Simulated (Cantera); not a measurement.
Mixture: H₂ : O₂ : N₂ = 1 : 0.455 : 2.18 (molar parts), at 101000 Pa, adiabatic and at constant volume. Ignition delay is the time to a rise of 400 K.

Computed with Cantera and the H2/O2 subset of GRI-Mech 3.0, which has no nitrogen chemistry. Where the delays flatten at high temperature, the 400 K rule measures the pace of heat release, not the induction time.

Q: Predict: delay at 975 K; delay at 1175 K; delay at 1375 K; delay at 1575 K; delay at 1775 K.

A: 
| Quantity | Value |
|---|---|
| delay at 975 K | 0.816 ms |
| delay at 1175 K | 59.7 µs |
| delay at 1375 K | 25.1 µs |
| delay at 1575 K | 16.4 µs |
| delay at 1775 K | 15.0 µs |
